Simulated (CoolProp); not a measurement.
Nitrous oxide at several states: density (kg/m³) from the reference equation and from simpler models built on Tc = 309.5 K, pc = 7245 kPa, ω = 0.161; each cubic takes its own stable root.

The numbers come from the reference Helmholtz-energy equation of state, Lemmon 2006 in CoolProp. It is a short technical equation, of lower accuracy than the large ones.

```json
[
 {"T (K)": "442.9", "p (kPa)": "901", "phase": "gas", "reference": "10.91", "van der Waals": "10.93", "Redlich-Kwong": "10.92", "Soave-Redlich-Kwong": "10.89", "Peng-Robinson": "10.93"},
 {"T (K)": "330.2", "p (kPa)": "17100", "phase": "supercritical", "reference": "715.5", "van der Waals": "552.6", "Redlich-Kwong": "641.8", "Soave-Redlich-Kwong": "626.6", "Peng-Robinson": "687.8"},
 {"T (K)": "342.5", "p (kPa)": "13", "phase": "gas", "reference": "0.2010", "van der Waals": "0.2010", "Redlich-Kwong": "0.2010", "Soave-Redlich-Kwong": "0.2010", "Peng-Robinson": "0.2010"},
 {"T (K)": "204", "p (kPa)": "24400", "phase": "liquid", "reference": "1210", "van der Waals": "787.8", "Redlich-Kwong": "1120", "Soave-Redlich-Kwong": "1135", "Peng-Robinson": "1276"}
]
```
